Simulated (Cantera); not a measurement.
A closed system holds: 1 mol CaCO3, 5.4 mol CO2, held at 1330 Pa.

Cantera equilibrium calculation (NASA polynomials, part measured and part estimated; ideal gas, pure solids and liquids). Candidate condensed phases: C, Ca, CaCO3, CaO; 15 gas species. The numbers say what is thermodynamically allowed, not how fast it happens.

Which condensed phases are stable at each of these points (T (°C)): 475, 625, 775, 925, 1075, 1225, 1375?


```
T (°C)  condensed phases  Ca condensed (%)
------  ----------------  ----------------
475       CaCO3(calcite)             100.0
625       CaCO3(calcite)             100.0
775               CaO(s)             100.0
925               CaO(s)             100.0
1075              CaO(s)             100.0
1225              CaO(s)             100.0
1375              CaO(s)             100.0
```

From 475 °C to 625 °C the condensed part is CaCO3(calcite). From 775 °C to 1375 °C the condensed part is CaO(s).
